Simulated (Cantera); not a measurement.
A closed system holds: 1 mol Si2H6, 0.02 mol HCl, 8.7 mol H2, at 170 Pa.

Equilibrium computed with Cantera from the NASA thermochemical tables; the gas is ideal and each condensed phase is pure. Candidate condensed phases: Si; 19 gas species. The feed counts by its element totals alone. Kinetics and transport are ignored.

Over these rows the condensed part is Si(s). Partial pressures as log10 of bar:

| T (K) | 1000/T (1/K) | log p Si | log p H2 |
|---|---|---|---|
| 1425 | 0.7018 | -8.79 | -2.77 |
| 1450 | 0.6897 | -8.51 | -2.77 |
| 1475 | 0.6780 | ? | -2.77 |
| 1500 | 0.6667 | -7.98 | -2.77 |
| 1525 | 0.6557 | -7.72 | -2.77 |
| 1550 | 0.6452 | -7.48 | -2.77 |

Fit log p(Si) = a + b·(1000/T) to the five rows, give the apparent enthalpy, and predict the row at 1475 K.

Means: 1000/T = 0.6718, log p = -8.096. Sxy = -0.051261, Sxx = 0.0022132, so b = -23.16 and a = -8.096 − (-23.16)×0.6718 = 7.46.
Apparent enthalpy: −19.145 × (-23.16) = 443 kJ/mol. The condensed phases alone fix this pressure, through Si(s) = Si(g), so the slope is that reaction's ΔH° and the other gases don't enter. The five rows lie within 0.01 of the line.
Prediction at 1475 K: 7.46 + (-23.16)×0.6780 = -8.24. The computed value is -8.24, 0.00 from the line.
